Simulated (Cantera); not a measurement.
## Low-pressure radical oxidation in H2/O2

An isothermal, constant-pressure homogeneous reactor starts with 10.7 % H2, 88.9 % O2, 0.391 % N2, equivalence ratio 0.060, at 1325 K and 2500 Pa.

Cantera simulation using GRI-Mech 3.0 (53 species, 325 reactions); the numbers are that mechanism's predictions, not measurements. Radical loss at walls, strong at low pressure, is not modelled. The temperature is held fixed by assumption; the heat of reaction is taken as removed at once.

| t (s) | x H2 | x O2 | x H2O | x O | x HO2 | x H | x OH |
|---|---|---|---|---|---|---|---|
| 4.00e-5 | 0.107 | 0.889 | 3.85e-8 | 4.49e-8 | 5.56e-8 | 4.90e-8 | 3.59e-8 |
| 0.000142 | 0.107 | 0.889 | 2.67e-6 | 1.58e-6 | 2.02e-7 | 1.28e-6 | 1.17e-6 |
| 0.000503 | 0.0442 | 0.847 | 0.0463 | 0.0262 | 7.08e-6 | 0.0196 | 0.0129 |
| 0.00178 | 0.00301 | 0.821 | 0.0907 | 0.0539 | 8.01e-6 | 0.0192 | 0.00877 |
| 0.00632 | 0.00193 | 0.845 | 0.0998 | 0.0326 | 7.58e-6 | 0.00913 | 0.00712 |
| 0.0224 | 0.000516 | 0.873 | 0.109 | 0.00824 | 4.89e-6 | 0.00117 | 0.00372 |
| 0.0795 | 5.74e-5 | 0.882 | 0.112 | 0.000906 | 1.32e-6 | 4.27e-5 | 0.00125 |
| 0.282 | 6.32e-6 | 0.883 | 0.113 | 0.000100 | 2.25e-7 | 1.57e-6 | 0.000417 |
| 1.00 | 9.78e-7 | 0.883 | 0.113 | 1.56e-5 | 5.83e-8 | 9.69e-8 | 0.000165 |
x: mole fraction; the columns are a selection and need not sum to one.

Equilibrium at this temperature and pressure: H2 1.02e-7, O2 0.883, H2O 0.113, O 1.65e-6, HO2 5.86e-8, H 3.33e-9, OH 5.35e-5 (gas phase only).
